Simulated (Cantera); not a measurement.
**Premixed flame**

A freely propagating, adiabatic, planar premixed flame of C3H8 : O2 : N2 : H2O = 1 : 5 : 18.8 : 0.79 (molar parts), unburnt at 498 K and 3750 Torr; mixture-averaged transport, grid criteria slope 0.08 and curve 0.16, no radiation.

Cantera simulation using GRI-Mech 3.0 (53 species, 325 reactions); the numbers are that mechanism's predictions, not measurements. GRI-Mech 3.0 was tuned for natural gas; its chemistry of propane as a main component is partial and can be far from experiment. Burning velocities carry a grid error of a few per cent, more on coarse grids.

```json
[
 {"z (mm)": "-0.258", "T (K)": "498", "u (m/s)": "0.667", "x C3H8": "0.0391", "x O2": "0.195", "x H2O": "0.0309", "x H": "<1e-8", "x C2H2": "2.61e-8", "x NO": "<1e-8"},
 {"z (mm)": "-0.172", "T (K)": "500", "u (m/s)": "0.671", "x C3H8": "0.0390", "x O2": "0.195", "x H2O": "0.0312", "x H": "<1e-8", "x C2H2": "5.05e-7", "x NO": "<1e-8"},
 {"z (mm)": "-0.129", "T (K)": "508", "u (m/s)": "0.683", "x C3H8": "0.0389", "x O2": "0.194", "x H2O": "0.0324", "x H": "<1e-8", "x C2H2": "2.83e-6", "x NO": "1.64e-8"},
 {"z (mm)": "-0.0860", "T (K)": "560", "u (m/s)": "0.758", "x C3H8": "0.0384", "x O2": "0.188", "x H2O": "0.0392", "x H": "<1e-8", "x C2H2": "2.51e-5", "x NO": "1.32e-7"},
 {"z (mm)": "-0.0430", "T (K)": "925", "u (m/s)": "1.28", "x C3H8": "0.0294", "x O2": "0.151", "x H2O": "0.0742", "x H": "6.62e-6", "x C2H2": "0.000282", "x NO": "2.05e-6"},
 {"z (mm)": "-0.0215", "T (K)": "1340", "u (m/s)": "1.91", "x C3H8": "0.0118", "x O2": "0.107", "x H2O": "0.109", "x H": "0.000179", "x C2H2": "0.000729", "x NO": "5.83e-6"},
 {"z (mm)": "0", "T (K)": "1757", "u (m/s)": "2.55", "x C3H8": "0.000342", "x O2": "0.0598", "x H2O": "0.141", "x H": "0.00175", "x C2H2": "0.00115", "x NO": "1.21e-5"},
 {"z (mm)": "0.0215", "T (K)": "1954", "u (m/s)": "2.83", "x C3H8": "1.63e-7", "x O2": "0.0339", "x H2O": "0.155", "x H": "0.00357", "x C2H2": "0.000207", "x NO": "2.08e-5"},
 {"z (mm)": "0.0430", "T (K)": "2036", "u (m/s)": "2.93", "x C3H8": "<1e-8", "x O2": "0.0241", "x H2O": "0.159", "x H": "0.00396", "x C2H2": "7.78e-6", "x NO": "2.77e-5"},
 {"z (mm)": "0.0860", "T (K)": "2128", "u (m/s)": "3.04", "x C3H8": "<1e-8", "x O2": "0.0175", "x H2O": "0.161", "x H": "0.00325", "x C2H2": "1.44e-8", "x NO": "3.58e-5"},
 {"z (mm)": "0.172", "T (K)": "2219", "u (m/s)": "3.15", "x C3H8": "<1e-8", "x O2": "0.0130", "x H2O": "0.166", "x H": "0.00199", "x C2H2": "<1e-8", "x NO": "4.60e-5"},
 {"z (mm)": "0.344", "T (K)": "2290", "u (m/s)": "3.23", "x C3H8": "<1e-8", "x O2": "0.00958", "x H2O": "0.170", "x H": "0.00107", "x C2H2": "<1e-8", "x NO": "6.04e-5"},
 {"z (mm)": "0.688", "T (K)": "2336", "u (m/s)": "3.29", "x C3H8": "<1e-8", "x O2": "0.00721", "x H2O": "0.173", "x H": "0.000614", "x C2H2": "<1e-8", "x NO": "8.04e-5"}
]
```
x: mole fraction of selected species; z is measured from the peak of heat release.

The laminar burning velocity comes out as 66.7 cm/s and the thermal thickness is 0.0860 mm. The peak x(H) is 0.00396 and the peak x(C2H2) is 0.00119. The grid points comes out as 141.
